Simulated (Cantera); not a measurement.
A closed system holds: 1 mol Si₂Cl₆, 0.95 mol HCl, 140 mol N₂, equilibrated at 66.0 mbar.

Cantera equilibrium calculation (NASA polynomials, part measured and part estimated; ideal gas, pure solids and liquids). Candidate condensed phases: NH₄Cl, Si, Si₃N₄; 28 gas species. The feed counts by its element totals alone. N₂ is the only nitrogen source here; it is nearly inert below about 1500 K, so the nitride shown seldom forms there in practice. The tables' values for SiCl₃ are old estimates; treat these amounts as uncertain. Kinetics and transport are ignored. All values below are at 1225 K.

Base state: N₂ 0.983, SiCl₄ 0.0103, HCl 0.00648, SiCl₃ 0.000355, H₂ 0.000101, SiCl₂ 9.69e-5 (mole fractions); condensed: Si₃N₄(s).

Question: What changes in the equilibrium state with this change: Si₂Cl₆ replaced by Si₃H₈?

Answer: 
```csv
species,before,after
N₂,0.983,0.965
H₂,0.000101,0.0280
HCl,0.00648,0.00664
SiCl₄,0.0103,1.51e-7
SiCl₂,9.69e-5,3.73e-7
SiCl₃,0.000355,8.44e-8
"Si₃N₄(s), mol",0.158,1.000
```
